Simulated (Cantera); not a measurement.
An isothermal, constant-pressure homogeneous reactor starts with 43.5 % H2, 21.7 % O2, 34.8 % N2, equivalence ratio 1.0, at 1275 K and 1.00 bar.

Computed with Cantera and GRI-Mech 3.0 (53 species, 325 reactions). The temperature is held fixed by assumption; the heat of reaction is taken as removed at once.

One state of this run: x H2 = 0.00457; x O2 = 0.00225; x NO2 = 5.91e-9; x HO2 = 4.74e-6; x O = 1.55e-5; x N2O = 4.10e-8. x: mole fraction; the columns are a selection and need not sum to one.

Task: Which value of t (s) does it belong to?
(A) 0.128
(B) 0.00109
(C) 0.0389
(D) 1.40

Result: B, 0.00109
